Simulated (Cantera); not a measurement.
An isothermal, constant-pressure homogeneous reactor starts with CH4 : H2 = 1 : 16 (molar parts), at 1650 K and 1330 Pa. Integrator tolerance rtol = 1e-08.

Computed with Cantera and GRI-Mech 3.0 (53 species, 325 reactions). GRI-Mech 3.0 stops at C3 and has no aromatics, soot or wall deposition, so with more carbon than oxygen in the feed, carbon stays in small species such as C2H2 where larger ones or solid carbon would form. Radical loss at walls, strong at low pressure, is not modelled.

Q: What does this change do: temperature 1650 to 1150 K?

A: 
```tsv
quantity	before	after
x(CH4) at 10.0 s	0.00459 (gas-phase equilibrium 0.000413)	0.0588 (gas-phase equilibrium 0.0547)
x(H2) at 10.0 s	0.969 (gas-phase equilibrium 0.971)	0.941 (gas-phase equilibrium 0.943)
x(C2H4) at 10.0 s	2.57e-5 (gas-phase equilibrium 2.57e-5)	1.63e-8 (gas-phase equilibrium 0.000498)
x(CH3) at 10.0 s	7.22e-5 (gas-phase equilibrium 6.74e-6)	3.22e-7 (gas-phase equilibrium 6.86e-7)
x(H) at 10.0 s	0.000751 (gas-phase equilibrium 0.000781)	2.75e-7 (gas-phase equilibrium 6.32e-7)
x(CH2) at 10.0 s	5.36e-8 (gas-phase equilibrium 5.33e-9)	<1e-12 (gas-phase equilibrium <1e-12)
```

Q: What does this change do: CH4 1 to 4.6 parts?

A: 
```tsv
quantity	before	after
x(CH4) at 10.0 s	0.00459 (gas-phase equilibrium 0.000413)	0.00464 (gas-phase equilibrium 0.000678)
x(H2) at 10.0 s	0.969 (gas-phase equilibrium 0.971)	0.905 (gas-phase equilibrium 0.908)
x(C2H4) at 10.0 s	2.57e-5 (gas-phase equilibrium 2.57e-5)	7.99e-5 (gas-phase equilibrium 7.93e-5)
x(CH3) at 10.0 s	7.22e-5 (gas-phase equilibrium 6.74e-6)	7.64e-5 (gas-phase equilibrium 1.14e-5)
x(H) at 10.0 s	0.000751 (gas-phase equilibrium 0.000781)	0.000735 (gas-phase equilibrium 0.000755)
x(CH2) at 10.0 s	5.36e-8 (gas-phase equilibrium 5.33e-9)	5.93e-8 (gas-phase equilibrium 9.35e-9)
```
